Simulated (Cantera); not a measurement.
Charge: 1 mol SiH₂Cl₂, 0.02 mol Cl₂, 20 mol N₂, at 1700 K and 435 Torr.

Cantera equilibrium calculation (NASA polynomials, part measured and part estimated; ideal gas, pure solids and liquids). Candidate condensed phases: NH₄Cl, Si, Si₃N₄; 28 gas species. The tables' values for SiCl₃ are old estimates; treat these amounts as uncertain. Kinetics and transport are ignored.

Base state: N₂ 0.909, HCl 0.0554, H₂ 0.0187, SiCl₂ 0.0121, SiCl₃ 0.00300, SiCl₄ 0.00147, SiHCl₃ 9.58e-5, Cl 6.09e-5 (mole fractions); condensed: Si₃N₄(s).

Q: What changes in the equilibrium state with this change: pressure from 435 Torr to 1.00 Torr?

A: 
```json
[
 {"species": "N₂", "before": "0.909", "after": "0.907"},
 {"species": "SiCl₂", "before": "0.0121", "after": "0.0363"},
 {"species": "H₂", "before": "0.0187", "after": "0.0355"},
 {"species": "HCl", "before": "0.0554", "after": "0.0190"},
 {"species": "Si", "before": "2.41e-8", "after": "0.000509"},
 {"species": "Si₂N", "before": "<1e-9", "after": "1.94e-5"},
 {"species": "SiCl₄", "before": "0.00147", "after": "6.26e-7"},
 {"species": "Si₃N₄(s), mol", "before": "0.214", "after": "0"},
 {"species": "Si(l), mol", "before": "0", "after": "0.178"}
]
```
The tables' values for SiCl, SiCl₃, SiN are old estimates; treat these amounts as uncertain.
